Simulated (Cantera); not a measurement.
A Cantera script and what it prints.

```python
import numpy as np
import cantera as ct

gas_names = """
    H2O C2H4 O
""".split()
cond_names = """
    TaC(s) TaC(L) Ta(cr) Ta(L)
""".split()


# ... load() reads the species with a 1 bar reference pressure and builds the phases ...
species = {s.name: s for s in load("nasa_gas.yaml", gas_names) + load("nasa_condensed.yaml", cond_names)}
# Each term lists the table entries of one substance; the one whose range holds T is used.
reactions = {
    '2 TaC + 2 H2O(g) = C2H4(g) + 2 Ta + 2 O(g)':
        [(-2, ['TaC(s)', 'TaC(L)']), (-2, ['H2O']), (1, ['C2H4']), (2, ['Ta(cr)', 'Ta(L)']), (2, ['O'])],
}


def pick(names, T):
    return next(species[n] for n in names if species[n].thermo.min_temp <= T <= species[n].thermo.max_temp)


results = []
for label, terms in reactions.items():
    print(label)
    print("     T/K   dH/kJ  dS/(J/K)   dG/kJ   log10 K")
    for T in [300, 2100, 2250, 2400, 2550, 2700, 2850]:
        used = [(nu, pick(names, T)) for nu, names in terms]
        dH = sum(nu * s.thermo.h(T) for nu, s in used) / 1e6
        dS = sum(nu * s.thermo.s(T) for nu, s in used) / 1e3
        dG = dH - T * dS / 1e3
        logK = -dG * 1e6 / (ct.gas_constant * T * np.log(10))
        results.append((label, T, dH, dS, dG, logK, [s.name for _, s in used]))
        print(f"{T:8g} {dH:8.1f} {dS:8.1f} {dG:8.1f} {logK:8.2f}")
```

It prints:

```
2 TaC + 2 H2O(g) = C2H4(g) + 2 Ta + 2 O(g)
     T/K   dH/kJ  dS/(J/K)   dG/kJ   log10 K
     300   1322.7    161.9   1274.1  -221.84
    2100   1328.5    165.7    980.5   -24.39
    2250   1328.4    165.7    955.6   -22.18
    2400   1328.3    165.6    930.8   -20.26
    2550   1328.0    165.5    905.9   -18.56
    2700   1327.8    165.4    881.1   -17.05
    2850   1327.5    165.3    856.3   -15.69
```

Standard-state values (1 bar) from the NASA 1993 polynomials, evaluated with Cantera. TaC: taken at fixed stoichiometry. Condensed species are held in their standard states even where they would react or evaporate.
